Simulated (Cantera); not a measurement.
An isothermal, constant-pressure homogeneous reactor starts with NO : N2 = 1 : 2.9 (molar parts), at 1900 K and 0.420 bar. Integrator tolerance rtol = 1e-08.

Cantera simulation using GRI-Mech 3.0 (53 species, 325 reactions); the numbers are that mechanism's predictions, not measurements.

| quantity | before | after |
|---|---|---|
| x(NO) at 20.0 s | 0.0234 (gas-phase equilibrium 0.00468) | 0.0226 (gas-phase equilibrium 0.00588) |
| x(NO2) at 20.0 s | 2.32e-5 (gas-phase equilibrium 4.82e-6) | 3.06e-5 (gas-phase equilibrium 8.09e-6) |
| x(N2O) at 20.0 s | 3.83e-7 (gas-phase equilibrium 1.81e-7) | 3.92e-7 (gas-phase equilibrium 2.14e-7) |
| x(O) at 20.0 s | 0.000158 (gas-phase equilibrium 0.000164) | 0.000215 (gas-phase equilibrium 0.000219) |
| x(N2) at 20.0 s | 0.860 (gas-phase equilibrium 0.869) | 0.761 (gas-phase equilibrium 0.770) |
| x(O2) at 20.0 s | 0.116 (gas-phase equilibrium 0.126) | 0.216 (gas-phase equilibrium 0.224) |

Question: Name the change that produced these shifts.
A) NO 1 to 0.15 parts
B) N2 2.9 to 1.2 parts
C) N2 2.9 to 5 parts
D) temperature 1900 to 1450 K

Answer: B, N2 2.9 to 1.2 parts
